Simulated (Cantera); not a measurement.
A Cantera script and its output.

```python
import numpy as np
import cantera as ct

gas = ct.Solution("gri30.yaml")


def delay(T, t_max=10):
    gas.TPX = T, 1100000, {'C3H8': 1, 'O2': 10.9, 'N2': 40.9, 'H2O': 2.3}
    reactor = ct.IdealGasConstPressureReactor(gas, clone=False)
    net = ct.ReactorNet([reactor])
    net.rtol, net.atol = 1e-8, 1e-16
    while net.time < t_max:
        t_old, T_old = net.time, reactor.T
        net.step()
        if reactor.T > T + 400:  # ignition: a rise of 400 K
            return t_old + (T + 400 - T_old) / (reactor.T - T_old) * (net.time - t_old)
    return np.nan


taus = []
for T in [1098, 1148, 1198, 1248, 1298, 1348, 1398, 1448, 1498]:
    taus.append(delay(T))
    print(f"T0 = {T:6g} K   tau = {taus[-1]:.4e} s")
```

It prints:

```
T0 =   1098 K   tau = 8.3033e-03 s
T0 =   1148 K   tau = 3.3685e-03 s
T0 =   1198 K   tau = 1.4034e-03 s
T0 =   1248 K   tau = 6.0401e-04 s
T0 =   1298 K   tau = 2.7145e-04 s
T0 =   1348 K   tau = 1.2878e-04 s
T0 =   1398 K   tau = 6.4994e-05 s
T0 =   1448 K   tau = 3.5007e-05 s
T0 =   1498 K   tau = 2.0113e-05 s
```

Cantera simulation using GRI-Mech 3.0 (53 species, 325 reactions); the numbers are that mechanism's predictions, not measurements. GRI-Mech 3.0 was tuned for natural gas; its chemistry of propane as a main component is partial and can be far from experiment.
